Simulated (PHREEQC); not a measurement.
Solution (25 °C): 0.025 mol/kgw Cu(NO3)2, 0.042 mol/kgw H2SO4 and 0.00098 mol/kgw KCl. Closed to the air; pH follows from the charge balance.

The numbers come from PHREEQC with the ion-association model, wateq4f.dat.

Each row changes one thing in this solution. No solid was allowed to form.

| case | pH | ionic strength (mol/kgw) | HSO4- (mol/kgw) | Cu+2 (mol/kgw) | SO4-2 (mol/kgw) | CuSO4 (mol/kgw) | SI of Chalcanthite (CuSO4:5H2O) | SI of Tenorite (CuO) |
|---|---|---|---|---|---|---|---|---|
| as made | 1.32 | 0.130 | 0.0246 | 0.0193 | 0.0117 | 0.00566 | -1.91 | -7.13 |
| KCl replaced by ZnCl2 at the same molality | 1.31 | 0.131 | 0.0245 | 0.0194 | 0.0116 | 0.00560 | -1.91 | -7.14 |
| temperature from 25 to 40 °C | 1.34 | 0.127 | 0.0272 | 0.0198 | 0.00967 | 0.00513 | -2.05 | ___ |
| KCl from 0.00098 to 0.00049 mol/kgw | 1.32 | 0.129 | 0.0247 | 0.0193 | 0.0117 | 0.00567 | -1.91 | -7.13 |
| diluted 100-fold with water | 3.11 | 0.00192 | 2.51e-5 | ___ | 0.000382 | ___ | -4.57 | -5.11 |

What belongs in the gaps?


- temperature from 25 to 40 °C, SI of Tenorite (CuO): -6.55
- diluted 100-fold with water, Cu+2 (mol/kgw): 0.000237
- diluted 100-fold with water, CuSO4 (mol/kgw): 1.26e-5

Constants without temperature data keep their 25 °C values here.
